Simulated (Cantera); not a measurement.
Charge: 1 mol AlBr₃, 0.44 mol O₂, 71 mol N₂, equilibrated at 1000 Pa.

Cantera equilibrium calculation (NASA polynomials, part measured and part estimated; ideal gas, pure solids and liquids). Candidate condensed phases: Al, AlBr₃, AlN, Al₂O₃, Br₂; 21 gas species. Rates play no part. All values below are at 650 K.

Base state: N₂ 0.982, Br₂ 0.0122, AlBr₃ 0.00569, Al₂Br₆ 1.40e-5, Br 1.14e-5 (mole fractions); condensed: Al₂O₃(s).

Q: What changes in the equilibrium state with this change: AlBr₃ replaced by AlCl₃?

A: 
```json
[
 {"species": "N₂", "before": "0.982", "after": "0.982"},
 {"species": "Cl₂", "before": "0", "after": "0.0122"},
 {"species": "AlCl₃", "before": "0", "after": "0.00559"},
 {"species": "Br₂", "before": "0.0122", "after": "0"},
 {"species": "AlBr₃", "before": "0.00569", "after": "0"},
 {"species": "Al₂Cl₆", "before": "0", "after": "6.63e-5"},
 {"species": "Al₂Br₆", "before": "1.40e-5", "after": "0"},
 {"species": "Br", "before": "1.14e-5", "after": "0"},
 {"species": "Al₂O₃(s), mol", "before": "0.293", "after": "0.293"}
]
```
Condensed phases not in the tables: AlOCl. Further candidate phases: AlCl₃.
